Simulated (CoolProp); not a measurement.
A Linde-Hampson liquefier for carbon monoxide: isothermal reversible compression at 200 K from 1 atm to 30 MPa, throttling to 1 atm, return gas leaving the recuperator 2 K below the feed. Each further row changes one setting.

Model: reference Helmholtz-energy equation of state, Lemmon 2006, in CoolProp. It is a short technical equation, of lower accuracy than the large ones.

```
case                        liquid yield per pass  compression work (kJ/kg of gas)
--------------------------  ---------------------  -------------------------------
as stated                                   0.276                              316
high pressure 60 MPa                        0.248                       (withheld)
warm-end temperature 230 K             (withheld)                       (withheld)
warm-end gap 7 K                       (withheld)                              316
```

Problem. Fill in the missing entries.

Solution. 
- high pressure 60 MPa, compression work (kJ/kg of gas): 370
- warm-end temperature 230 K, liquid yield per pass: 0.201
- warm-end temperature 230 K, compression work (kJ/kg of gas): 376
- warm-end gap 7 K, liquid yield per pass: 0.264
